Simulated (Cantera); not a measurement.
A closed system holds: 1 mol MgO, 2.2 mol CH₄, 2.1 mol H₂, equilibrated at 1.20 mbar.

These are equilibrium values from Cantera (NASA tables, ideal gas, pure condensed phases), not measurements of a reactor. Candidate condensed phases: C, C₆H₆, C₇H₈, C₈H₁₈, H₂O, Mg, MgCO₃, MgO, Mg(OH)₂; 116 gas species. The tables' values for MgH are old estimates; treat these amounts as uncertain. Kinetics and transport are ignored.

x: gas mole fraction; n: condensed amount in mol.

| T (K) | x H₂ | x CO | x Mg | x H | x CH₄ | x MgH | n C(graphite) | n MgO(s) |
|---|---|---|---|---|---|---|---|---|
| 923 | 1.000 | 9.77e-8 | 9.79e-8 | 7.06e-9 | 0.000279 | 1.28e-11 | 2.20 | 1.000 |
| 973 | 1.000 | 8.07e-7 | 8.07e-7 | 3.12e-8 | 0.000154 | 1.20e-10 | 2.20 | 1.000 |
| 1023 | 1.000 | 5.40e-6 | 5.40e-6 | 1.20e-7 | 9.00e-5 | 9.10e-10 | 2.20 | 1.000 |
| 1073 | 1.000 | 3.02e-5 | 3.02e-5 | 4.04e-7 | 5.51e-5 | 5.68e-9 | 2.20 | 1.000 |
| 1123 | 1.000 | 0.000145 | 0.000145 | 1.23e-6 | 3.52e-5 | 3.01e-8 | 2.20 | 0.999 |
| 1173 | 0.999 | ? | ? | ? | ? | 1.38e-7 | 2.20 | 0.996 |
| 1223 | 0.995 | 0.00224 | 0.00224 | 8.66e-6 | 1.58e-5 | 5.55e-7 | 2.19 | 0.985 |
| 1273 | 0.985 | 0.00748 | 0.00748 | 2.04e-5 | 1.09e-5 | 1.99e-6 | 2.15 | 0.951 |
| 1323 | 0.954 | 0.0228 | 0.0228 | 4.47e-5 | 7.43e-6 | 6.41e-6 | 2.04 | 0.845 |
| 1373 | ? | ? | ? | ? | ? | 1.84e-5 | ? | ? |
| 1423 | 0.765 | 0.118 | 0.118 | 0.000168 | 2.67e-6 | 3.37e-5 | 1.20 | 0 |
| 1473 | 0.764 | 0.118 | 0.118 | 0.000319 | 2.06e-6 | 3.57e-5 | 1.20 | 0 |

Question: Some entries are withheld; supply them.

Answer: 
- 1373, x H₂: 0.872
- 1373, x CO: 0.0638
- 1373, x Mg: 0.0638
- 1373, x H: 8.98e-5
- 1373, x CH₄: 4.60e-6
- 1373, n C(graphite): 1.72
- 1373, n MgO(s): 0.525
- 1173, x CO: 0.000604
- 1173, x Mg: 0.000604
- 1173, x H: 3.40e-6
- 1173, x CH₄: 2.33e-5
